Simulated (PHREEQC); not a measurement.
Consider water at 25 °C with 0.14 mol CdBr2 per kg of water. Closed to the air; pH follows from the charge balance.

Model: ion-association model, wateq4f.dat, run in PHREEQC.

Each row changes one thing in this solution. No solid was allowed to form.

| case | pH | ionic strength (mol/kgw) | Br- (mol/kgw) | CdBr+ (mol/kgw) | CdBr2 (mol/kgw) | Cd+2 (mol/kgw) |
|---|---|---|---|---|---|---|
| as made | 6.13 | 0.136 | 0.121 | 0.0914 | 0.0337 | 0.0149 |
| temperature from 25 to 80 °C | 5.36 | 0.142 | 0.123 | 0.0843 | 0.0363 | 0.0193 |
| CdBr2 from 0.14 to 0.154 mol/kgw | 6.12 | 0.146 | ___ | 0.0996 | 0.0390 | 0.0154 |
| diluted 100-fold with water | 6.55 | 0.00357 | 0.00248 | 0.000308 | 3.61e-6 | ___ |
| 0.086 mol/kgw MgBr2 added | 6.26 | ___ | 0.264 | 0.0783 | 0.0547 | 0.00702 |
| 0.0018 mol/kgw HBr added | 2.83 | 0.137 | 0.123 | 0.0912 | 0.0340 | 0.0148 |
| diluted 10-fold with water | 6.28 | 0.0240 | 0.0187 | 0.00809 | 0.000600 | 0.00531 |

Q: Fill in the missing entries.

A: 
- CdBr2 from 0.14 to 0.154 mol/kgw, Br- (mol/kgw): 0.130
- diluted 100-fold with water, Cd+2 (mol/kgw): 0.00109
- 0.086 mol/kgw MgBr2 added, ionic strength (mol/kgw): 0.357

Species that the database lacks are ignored. At this temperature some constants are extrapolated from 25 °C, and those without enthalpy data are left unchanged.
